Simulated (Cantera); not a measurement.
A perfectly stirred reactor is fed with H2 : O2 : N2 = 0.52 : 1 : 1.6 (molar parts), at 0.790 bar; it is held at 1250 K, and followed from long to short residence time.

Detailed kinetics in Cantera: GRI-Mech 3.0 (53 species, 325 reactions). The temperature is held fixed by assumption; the heat of reaction is taken as removed at once.

Problem. What does this change do: H2 0.52 to 0.11 parts?

Solution. 
```tsv
quantity	before	after
x(H2) at τ = 23.0 s	9.19e-6	3.53e-6
x(O2) at τ = 23.0 s	0.259	0.356
x(NO) at τ = 23.0 s	4.00e-7	6.38e-7
x(N2O) at τ = 23.0 s	3.25e-7	4.03e-7
x(O) at τ = 23.0 s	1.34e-6	1.75e-6
x(H2) at τ = 0.300 s	0.000172	6.24e-5
x(O2) at τ = 0.300 s	0.259	0.356
x(NO) at τ = 0.300 s	2.97e-7	3.24e-7
x(N2O) at τ = 0.300 s	8.38e-7	8.04e-7
x(O) at τ = 0.300 s	2.72e-5	3.34e-5
```

Problem. What does this change do: pressure from 0.790 bar to 0.133 bar?

Solution. 
```json
[
 {"quantity": "x(H2) at τ = 23.0 s", "before": "9.19e-6", "after": "1.97e-5"},
 {"quantity": "x(O2) at τ = 23.0 s", "before": "0.259", "after": "0.259"},
 {"quantity": "x(NO) at τ = 23.0 s", "before": "4.00e-7", "after": "6.52e-7"},
 {"quantity": "x(N2O) at τ = 23.0 s", "before": "3.25e-7", "after": "2.06e-7"},
 {"quantity": "x(O) at τ = 23.0 s", "before": "1.34e-6", "after": "1.90e-5"},
 {"quantity": "x(H2) at τ = 0.300 s", "before": "0.000172", "after": "0.000343"},
 {"quantity": "x(O2) at τ = 0.300 s", "before": "0.259", "after": "0.258"},
 {"quantity": "x(NO) at τ = 0.300 s", "before": "2.97e-7", "after": "2.22e-7"},
 {"quantity": "x(N2O) at τ = 0.300 s", "before": "8.38e-7", "after": "1.41e-7"},
 {"quantity": "x(O) at τ = 0.300 s", "before": "2.72e-5", "after": "0.000361"}
]
```
